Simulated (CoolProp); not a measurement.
Model: reference Helmholtz-energy equation of state, Guder 2009, in CoolProp.

**Question.** For sulfur hexafluoride, give the phase and the viscosity (µPa s) at 51.65 °C and 101 kPa.

**Answer.** 
- 51.65 °C and 101 kPa: gas; viscosity 16.4

Viscosity comes from a separate model (Quiñones-Cisneros 2012).
